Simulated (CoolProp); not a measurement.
Toluene along the isotherm 620 K: fugacity coefficient from the reference equation and from simpler models built on Tc = 591.7 K, pc = 4.126 MPa, ω = 0.266; each cubic takes its own stable root.

Values from CoolProp's reference Helmholtz-energy equation of state, Lemmon 2006. It is a short technical equation, of lower accuracy than the large ones.

```csv
p (MPa),phase,reference
0.476,gas,0.9640
0.952,gas,0.9286
1.43,gas,0.8935
1.9,gas,0.8596
2.38,gas,0.8255
2.86,gas,0.7917
3.33,gas,0.7590
3.81,gas,0.7258
4.29,supercritical,0.6927
4.76,supercritical,0.6602
5.24,supercritical,0.6266
5.71,supercritical,0.5932
6.19,supercritical,0.5608
```

Problem. How far does each simpler model (Redlich-Kwong, Soave-Redlich-Kwong, Peng-Robinson) lie from the reference over these 13 states: mean and median of the absolute difference, and the worst?

Solution. 
- Redlich-Kwong: mean 1.2 %, median 1.4 %, worst +2.0 % at 620 K and 6.19 MPa
- Soave-Redlich-Kwong: mean 2.3 %, median 2.2 %, worst +4.7 % at 620 K and 6.19 MPa
- Peng-Robinson: mean 0.5 %, median 0.5 %, worst -0.6 % at 620 K and 4.29 MPa
